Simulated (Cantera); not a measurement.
Input: 1 mol n-butane, 1.1 mol NH3, 0.33 mol H2, held at 2700 K.

These are equilibrium values from Cantera (NASA tables, ideal gas, pure condensed phases), not measurements of a reactor. Candidate condensed phases: C, C6H6, C7H8, C8H18; 92 gas species. The ideal-gas law is rough above about 30 bar. Rates play no part.

x: gas mole fraction; n: condensed amount in mol.

| P (Pa) | x H2 | x H | x C3 | x N2 | x HCN | x C2H2 (acetylene) | x C | n C(graphite) |
|---|---|---|---|---|---|---|---|---|
| 10 | 0.0219 | 0.840 | 0.0680 | 0.0297 | 0.00263 | 0.000435 | 0.0194 | 0 |
| 56 | [?] | 0.812 | [?] | [?] | [?] | [?] | [?] | [?] |
| 320 | 0.341 | 0.586 | 0.00275 | 0.0426 | 0.0135 | 0.00803 | 0.000662 | 3.50 |
| 1800 | 0.587 | 0.325 | 0.000489 | 0.0497 | 0.0192 | 0.0139 | 0.000118 | 3.51 |
| 10000 | 0.746 | 0.155 | 8.80e-5 | 0.0542 | 0.0226 | 0.0176 | 2.12e-5 | 3.48 |
| 56000 | 0.826 | 0.0690 | 1.57e-5 | 0.0565 | 0.0243 | 0.0195 | 3.78e-6 | 3.47 |
| 320000 | 0.863 | 0.0295 | 2.75e-6 | 0.0576 | 0.0251 | 0.0203 | 6.62e-7 | 3.46 |
| 1800000 | 0.877 | [?] | [?] | 0.0581 | 0.0254 | 0.0207 | [?] | 3.44 |
| 10000000 | 0.875 | 0.00532 | 8.80e-8 | 0.0588 | 0.0255 | 0.0206 | 2.12e-8 | 3.38 |

Task: Fill in the missing entries.

Result: 
- 1800000, x H: 0.0125
- 1800000, x C3: 4.89e-7
- 1800000, x C: 1.18e-7
- 56, x H2: 0.114
- 56, x C3: 0.0157
- 56, x N2: 0.0356
- 56, x HCN: 0.00717
- 56, x C2H2 (acetylene): 0.00270
- 56, x C: 0.00378
- 56, n C(graphite): 2.99
